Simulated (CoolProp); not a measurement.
Properties of R365MFC along the isotherm 297.2 K.

Model: reference Helmholtz-energy equation of state, Lemmon 2016, in CoolProp.

| p (bar) | phase | density (kg/m³) | cv (kJ/(kg K)) | isothermal compressibility (1/MPa) | expansivity (1/kK) |
|---|---|---|---|---|---|
| 36.3 | liquid | 1268 | 1.033 | 0.001834 | 1.617 |
| 72.6 | liquid | 1276 | 1.034 | 0.001706 | 1.548 |
| 109 | liquid | 1283 | 1.035 | 0.001597 | 1.487 |
| 145 | liquid | 1291 | 1.035 | 0.001503 | 1.434 |
| 181 | liquid | 1297 | 1.036 | 0.001421 | 1.387 |
| 218 | liquid | 1304 | 1.037 | 0.001347 | 1.344 |
| 254 | liquid | 1310 | 1.038 | 0.001282 | 1.305 |
| 290 | liquid | 1316 | 1.039 | 0.001224 | 1.270 |
| 327 | liquid | 1322 | 1.040 | 0.001171 | 1.237 |
